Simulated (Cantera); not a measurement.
Mixture: H2 : O2 : N2 = 1 : 0.746 : 4.63 (molar parts), equivalence ratio 0.67, at 11.0 bar, adiabatic and at constant volume. Ignition delay is the time to a rise of 400 K.

Cantera simulation using the H2/O2 subset of GRI-Mech 3.0, which has no nitrogen chemistry; the numbers are that mechanism's predictions, not measurements. The hydrogen kinetics of GRI-Mech 3.0 are dated; newer H2 mechanisms differ, most at raised pressure. Where the delays flatten at high temperature, the 400 K rule measures the pace of heat release, not the induction time.

What does this change do: pressure from 11.0 bar to 1.00 bar?


| quantity | before | after |
|---|---|---|
| delay at 1075 K | 2.21 ms | 0.154 ms |
| delay at 1225 K | 41.0 µs | 59.9 µs |
| delay at 1375 K | 3.62 µs | 36.2 µs |
| delay at 1525 K | 1.78 µs | 29.1 µs |
| delay at 1675 K | 1.17 µs | 28.9 µs |

What does this change do: constant pressure in place of constant volume?


```csv
quantity,before,after
delay at 1075 K,2.21 ms,2.34 ms
delay at 1225 K,41.0 µs,41.8 µs
delay at 1375 K,3.62 µs,3.80 µs
delay at 1525 K,1.78 µs,1.92 µs
delay at 1675 K,1.17 µs,1.30 µs
```

What does this change do: H2 1 to 0.58 parts?


| quantity | before | after |
|---|---|---|
| delay at 1075 K | 2.21 ms | 2.92 ms |
| delay at 1225 K | 41.0 µs | 48.0 µs |
| delay at 1375 K | 3.62 µs | 4.32 µs |
| delay at 1525 K | 1.78 µs | 2.20 µs |
| delay at 1675 K | 1.17 µs | 1.53 µs |
